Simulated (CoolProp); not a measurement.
The fluid at 293.15 K and 0.354 MPa flows at 4.2 m/s in a round tube of 4.6 mm bore and 0.25 µm roughness, fully developed (64/Re and Nu = 3.66 if laminar; Colebrook and Gnielinski if turbulent). The same conditions are run with several fluids, on thermodynamics alone (safety and materials aside).

The numbers come from the reference Helmholtz-energy equation of state of each fluid (R143a: Lemmon and Jacobsen 2000; sulfur hexafluoride: Guder 2009; R507A: Lemmon 2003; C2F6 (R116): Lemmon 2006; C3F8 (R218): Lemmon 2006) in CoolProp. Blends and air are pseudo-pure fits.

```json
[
 {"fluid": "R143a", "Reynolds number": "?", "Darcy friction factor": "0.0252", "pressure drop (Pa/m)": "630", "heat-transfer coefficient (W/(m² K))": "187", "mass flow (kg/h)": "3.28"},
 {"fluid": "sulfur hexafluoride", "Reynolds number": "?", "Darcy friction factor": "0.0239", "pressure drop (Pa/m)": "1020", "heat-transfer coefficient (W/(m² K))": "201", "mass flow (kg/h)": "5.57"},
 {"fluid": "R507A", "Reynolds number": "?", "Darcy friction factor": "0.0247", "pressure drop (Pa/m)": "727", "heat-transfer coefficient (W/(m² K))": "191", "mass flow (kg/h)": "3.85"},
 {"fluid": "C2F6 (R116)", "Reynolds number": "29100", "Darcy friction factor": "0.0238", "pressure drop (Pa/m)": "953", "heat-transfer coefficient (W/(m² K))": "?", "mass flow (kg/h)": "5.25"},
 {"fluid": "C3F8 (R218)", "Reynolds number": "48300", "Darcy friction factor": "0.0212", "pressure drop (Pa/m)": "1220", "heat-transfer coefficient (W/(m² K))": "294", "mass flow (kg/h)": "7.50"}
]
```

Complete the blanks.


- R143a, Reynolds number: 23000
- sulfur hexafluoride, Reynolds number: 28500
- R507A, Reynolds number: 24600
- C2F6 (R116), heat-transfer coefficient (W/(m² K)): 224

Transport values come from each fluid's own correlations; those of R143a, C2F6 (R116), C3F8 (R218) are estimates that may be off by 10 % or more.
